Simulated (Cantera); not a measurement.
Pyrogenic steam for wet oxidation

An isothermal, constant-pressure homogeneous reactor starts with H2 : O2 : N2 = 1.4 : 1 : 11 (molar parts), equivalence ratio 0.70, at 850 K and 14000 Pa.

Model: the H2/O2 subset of GRI-Mech 3.0, which has no nitrogen chemistry, integrated in Cantera. Radical loss at walls, strong at low pressure, is not modelled. Below about 950 K walls govern HO2 and H2O2 in real vessels. The temperature is held fixed by assumption; the heat of reaction is taken as removed at once.

```tsv
t (s)	x H2	x O2	x HO2	x H	x OH	x O
0.000600	0.104	0.0746	6.15e-12	4.96e-12	<1e-12	<1e-12
0.00141	0.104	0.0746	2.93e-11	2.30e-11	<1e-12	2.30e-12
0.00329	0.104	0.0746	4.78e-10	3.68e-10	7.94e-12	3.73e-11
0.00771	0.104	0.0746	2.31e-7	1.80e-7	3.94e-9	1.83e-8
0.0181	0.0194	0.0334	8.58e-6	0.00197	0.000174	0.000236
0.0423	0.00456	0.0258	6.30e-6	3.53e-5	1.27e-5	1.73e-5
0.0992	0.00278	0.0250	5.54e-6	4.88e-6	2.87e-6	3.75e-6
0.232	0.00221	0.0247	4.85e-6	5.46e-7	3.94e-7	5.18e-7
0.544	0.00208	0.0246	3.72e-6	1.01e-7	7.19e-8	1.03e-7
1.28	0.00190	0.0245	3.78e-6	1.06e-7	8.42e-8	1.11e-7
2.99	0.00154	0.0244	3.50e-6	8.13e-8	7.91e-8	9.51e-8
7.00	0.00100	0.0241	2.87e-6	4.59e-8	6.61e-8	6.73e-8
16.4	0.000447	0.0238	1.91e-6	1.72e-8	5.26e-8	3.67e-8
38.4	0.000114	0.0237	8.44e-7	3.05e-9	3.45e-8	1.02e-8
90.0	2.28e-5	0.0236	2.40e-7	2.52e-10	1.37e-8	1.10e-9
```
x: mole fraction; the columns are a selection and need not sum to one.

Equilibrium at this temperature and pressure: H2 <1e-12, O2 0.0236, HO2 6.91e-12, H <1e-12, OH 3.65e-9, O <1e-12 (gas phase only).
